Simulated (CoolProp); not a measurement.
Vapour-liquid equilibrium of n-butane (1) + acetone (2) at 0.6 MPa; x and y are mole fractions of (1).

The numbers come from the multi-fluid Helmholtz-energy mixture model, Bücker 2006 and Lemmon 2006; pair parameters Bell 2016 in CoolProp.

| x | bubble temperature (K) | y at the bubble point | dew temperature at overall composition x (K) | liquid density (mol/L) |
|---|---|---|---|---|
| 0.05 | 379.3 | 0.279 | 390.6 | 11.54 |
| 0.125 | 363.8 | 0.533 | 387.1 | 11.53 |
| 0.2 | 353.5 | 0.664 | 383.4 | 11.40 |
| 0.275 | 346.9 | 0.735 | 379.5 | 11.20 |
| 0.35 | 342.7 | 0.776 | 375.4 | 10.97 |
| 0.425 | 340.0 | 0.803 | 370.9 | 10.71 |
| 0.5 | 338.1 | 0.822 | 366.1 | 10.46 |
| 0.575 | 336.6 | 0.838 | 360.7 | 10.21 |
| 0.65 | 335.3 | 0.854 | 354.7 | 9.976 |
| 0.725 | 334.2 | 0.871 | 347.9 | 9.761 |
| 0.8 | 333.1 | 0.892 | 340.3 | 9.569 |
| 0.875 | 332.0 | 0.921 | 333.9 | 9.399 |
| 0.95 | 331.1 | 0.962 | 331.3 | 9.251 |

No azeotrope shows between x = 0.05 and 0.95.

Pair parameters are fitted to limited data, so mixtures are less certain than the pure fluids. With so large a gap from Raoult's law the liquid may split in two, which this calculation doesn't test in full.
